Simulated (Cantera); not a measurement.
A perfectly stirred reactor is fed with 40.0 % CH₄, 60.0 % H₂, at 1.00 atm; it is held at 1975 K, and followed from long to short residence time.

Cantera simulation using GRI-Mech 3.0 (53 species, 325 reactions); the numbers are that mechanism's predictions, not measurements. GRI-Mech 3.0 stops at C3 and has no aromatics, soot or wall deposition, so with more carbon than oxygen in the feed, carbon stays in small species such as C2H2 where larger ones or solid carbon would form.

One state of this run: x CH₄ = 0.0362; x H₂ = 0.832; x C₂H₄ = 0.001000; x C₂H₂ = 0.129; x CH₃ = 0.00102. x: mole fraction; the columns are a selection and need not sum to one.

Task: Which value of τ (s) does it belong to?
A. 0.0021
B. 0.022
C. 0.0046
D. 0.049

Result: B, 0.022
